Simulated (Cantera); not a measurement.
Input: 1 mol SiCl₄, 2.6 mol Cl₂, 0.27 mol H₂, at 1723 K and 0.133 bar.

These are equilibrium values from Cantera (NASA tables, ideal gas, pure condensed phases), not measurements of a reactor. The tables' values for SiCl₃ are old estimates; treat these amounts as uncertain. Equilibrium is a limit: real reactors are often held back by kinetics, nucleation or transport.

```
species    before    after
-------  --------  -------
Cl₂         0.330    0.602
SiCl₄       0.214    0.258
HCl         0.116    0.140
Cl          0.340  1.90e-5
SiCl₃    0.000493    <1e-9
```
Gas species are given as mole fractions.

Task: Which change was made?
A. H₂ from 0.27 to 0.74 mol
B. temperature from 1723 K to 1298.15 K
C. temperature from 1723 K to 798 K
D. temperature from 1723 K to 1248.15 K

Result: C, temperature from 1723 K to 798 K
